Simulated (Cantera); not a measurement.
Feed: 1 mol CaCO₃, 7.3 mol H₂, held at 850 K and 0.100 bar.

Equilibrium computed with Cantera from the NASA thermochemical tables; the gas is ideal and each condensed phase is pure. Candidate condensed phases: C, C₆H₆, C₇H₈, C₈H₁₈, Ca, CaCO₃, CaO, Ca(OH)₂, H₂O; 115 gas species. Rates play no part.

Base state: H₂ 0.840, H₂O 0.0806, CO 0.0490, CH₄ 0.0158, CO₂ 0.0143 (mole fractions); condensed: CaCO₃(calcite) + CaO(s).

### Question
What changes in the equilibrium state with this change: pressure from 0.100 bar to 9.80 mbar?

### Answer
```tsv
species	before	after
H₂	0.840	0.790
H₂O	0.0806	0.0897
CO	0.0490	0.0893
CO₂	0.0143	0.0310
CH₄	0.0158	0.000207
CaCO₃(calcite), mol	0.394	0
CaO(s), mol	0.606	1.00
```
